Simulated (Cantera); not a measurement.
A Cantera script and its output.

```python
import numpy as np
import cantera as ct

gas = ct.Solution("gri30.yaml")


def delay(T, t_max=10):
    gas.TPX = T, 38000, {'CH4': 1, 'O2': 2.2, 'N2': 8.26}
    reactor = ct.IdealGasReactor(gas, clone=False)
    net = ct.ReactorNet([reactor])
    net.rtol, net.atol = 1e-8, 1e-16
    while net.time < t_max:
        t_old, T_old = net.time, reactor.T
        net.step()
        if reactor.T > T + 400:  # ignition: a rise of 400 K
            return t_old + (T + 400 - T_old) / (reactor.T - T_old) * (net.time - t_old)
    return np.nan


taus = []
for T in [1225, 1325, 1425, 1525, 1625, 1725, 1825, 1925, 2025]:
    taus.append(delay(T))
    print(f"T0 = {T:6g} K   tau = {taus[-1]:.4e} s")
```

It prints:

```
T0 =   1225 K   tau = 6.2920e-02 s
T0 =   1325 K   tau = 1.5969e-02 s
T0 =   1425 K   tau = 4.8894e-03 s
T0 =   1525 K   tau = 1.8254e-03 s
T0 =   1625 K   tau = 8.0763e-04 s
T0 =   1725 K   tau = 4.0387e-04 s
T0 =   1825 K   tau = 2.2068e-04 s
T0 =   1925 K   tau = 1.2914e-04 s
T0 =   2025 K   tau = 7.9905e-05 s
```

Detailed kinetics in Cantera: GRI-Mech 3.0 (53 species, 325 reactions).
